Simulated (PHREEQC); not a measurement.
1 kg of water meets 20 L of dry gas (CO2 1 by moles) at fixed total pressure, at 30 atm; fugacities by Peng-Robinson. The gases take part in no redox reaction, some water evaporates into the gas, and hydrates or a liquid gas phase aren't modelled. Precipitation was switched off in this run.

The numbers come from PHREEQC with the ion-association model, phreeqc.dat.

| T (°C) | dissolved CO2 (all carbonate carbon) (mol/kgw) | φ of CO2 | pH |
|---|---|---|---|
| 20 | 0.964 | 0.832 | 3.20 |
| 30 | [?] | 0.848 | 3.23 |
| 40 | [?] | 0.863 | 3.26 |
| 50 | 0.507 | 0.875 | 3.29 |
| 60 | [?] | 0.887 | 3.33 |
| 70 | [?] | 0.897 | 3.37 |
| 80 | 0.340 | 0.907 | 3.41 |
| 90 | 0.308 | 0.915 | 3.45 |

Q: Some entries are withheld; supply them.

A: 
- 30, dissolved CO2 (all carbonate carbon) (mol/kgw): 0.752
- 40, dissolved CO2 (all carbonate carbon) (mol/kgw): 0.608
- 60, dissolved CO2 (all carbonate carbon) (mol/kgw): 0.435
- 70, dissolved CO2 (all carbonate carbon) (mol/kgw): 0.381

At this temperature some constants are extrapolated from 25 °C, and those without enthalpy data are left unchanged.
